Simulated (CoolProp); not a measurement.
A Linde-Hampson liquefier for normal hydrogen: isothermal reversible compression at 280 K from 1 atm to 15 MPa, throttling to 1 atm, return gas leaving the recuperator 2 K below the feed. Each further row changes one setting.

Values from CoolProp's reference Helmholtz-energy equation of state, Leachman 2009.

```
case                        compression work (kJ/kg of gas)
--------------------------  -------------------------------
as stated                                              5880
high pressure 30 MPa                                   6790
warm-end temperature 310 K                             6500
warm-end gap 7 K                                       5880
```
